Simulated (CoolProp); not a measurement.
Sulfur dioxide at several states: density (kg/m³) from the reference equation and from simpler models built on Tc = 430.6 K, pc = 78.87 bar, ω = 0.256; each cubic takes its own stable root.

Model: reference Helmholtz-energy equation of state, Gao 2016, in CoolProp.

| T (K) | p (bar) | phase | reference | van der Waals | Redlich-Kwong | Soave-Redlich-Kwong |
|---|---|---|---|---|---|---|
| 382 | 11.8 | gas | … | … | … | 25.87 |
| 220.2 | 29.7 | liquid | … | … | 1367 | 1397 |
| 479.2 | 133 | supercritical | … | 475.0 | … | … |
| 356.1 | 1.07 | gas | 2.337 | 2.330 | 2.334 | 2.335 |
| 359.5 | 0.214 | gas | 0.4595 | 0.4592 | 0.4594 | 0.4594 |
| 521 | 0.79 | gas | 1.170 | 1.171 | 1.171 | 1.170 |

What belongs in the gaps?


- 382, reference: 26.00
- 382, van der Waals: 25.39
- 382, Redlich-Kwong: 25.76
- 220.2, reference: 1574
- 220.2, van der Waals: 924.2
- 479.2, reference: 445.9
- 479.2, Redlich-Kwong: 455.3
- 479.2, Soave-Redlich-Kwong: 402.1
